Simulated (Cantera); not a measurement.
Thermodynamics of abatement and gas-phase synthesis, feed N₂O + SO₂ + O₂

Feed: 1 mol N₂O, 0.0064 mol SO₂, 0.34 mol O₂, at 625 K and 75000 Torr.

These are equilibrium values from Cantera (NASA tables, ideal gas, pure condensed phases), not measurements of a reactor. Candidate condensed phases: S; 17 gas species. The ideal-gas law is rough above about 30 bar. The numbers say what is thermodynamically allowed, not how fast it happens.

```json
{
  "x(N₂)": "0.543",
  "x(O₂)": "0.454",
  "x(SO₃)": "0.00347",
  "x(NO₂)": "2.75e-6",
  "gas_amount": "1.843 mol",
  "log10 activity of S(l) (absent)": "-31.36"
}
```
